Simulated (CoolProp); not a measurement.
Vapour-liquid equilibrium of cyclohexane (1) + o-xylene (2) at 63.35 °C; x and y are mole fractions of (1).

The numbers come from the multi-fluid Helmholtz-energy mixture model, Zhou 2014 and Zhou 2012; pair parameters Bell 2016 in CoolProp.

### Question
Give the bubble pressure and the first vapour's composition at x = 0.05, 0.8, 0.95. Is there an azeotrope?

### Answer
x = 0.05: 0.01031 MPa, y = 0.414; x = 0.8: 0.04940 MPa, y = 0.963; x = 0.95: 0.05590 MPa, y = 0.990. No azeotrope shows between x = 0.05 and 0.95.

The pair parameters rest on a limited set of measurements; away from them the model extrapolates.
